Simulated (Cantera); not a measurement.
An isothermal, constant-pressure homogeneous reactor starts with NH3 : H2 = 1 : 0.68 (molar parts), at 2325 K and 12000 Pa. Integrator tolerance rtol = 1e-08.

Detailed kinetics in Cantera: the gas-phase N/H chemistry of the illustrative SiF4/NH3 mechanism in the Surface Chemkin manual (1991). Walls and surfaces, which speed up NH3 decomposition in real reactors, are not modelled.

Task: What does this change do: temperature 2325 to 1250 K?

Result: 
```tsv
quantity	before	after
x(NH3) at 7.00 s	4.56e-7 (gas-phase equilibrium 4.56e-7)	0.595 (gas-phase equilibrium 5.69e-6)
x(H2) at 7.00 s	0.788 (gas-phase equilibrium 0.788)	0.405 (gas-phase equilibrium 0.813)
x(N) at 7.00 s	6.31e-8 (gas-phase equilibrium 6.31e-8)	5.92e-12 (gas-phase equilibrium <1e-12)
x(N2H4) at 7.00 s	<1e-12 (gas-phase equilibrium <1e-12)	3.95e-9 (gas-phase equilibrium <1e-12)
x(NH2) at 7.00 s	5.24e-8 (gas-phase equilibrium 5.24e-8)	1.86e-6 (gas-phase equilibrium 1.51e-11)
x(H) at 7.00 s	0.0284 (gas-phase equilibrium 0.0284)	7.42e-7 (gas-phase equilibrium 1.27e-6)
x(NH) at 7.00 s	4.01e-8 (gas-phase equilibrium 4.01e-8)	7.50e-10 (gas-phase equilibrium <1e-12)
```
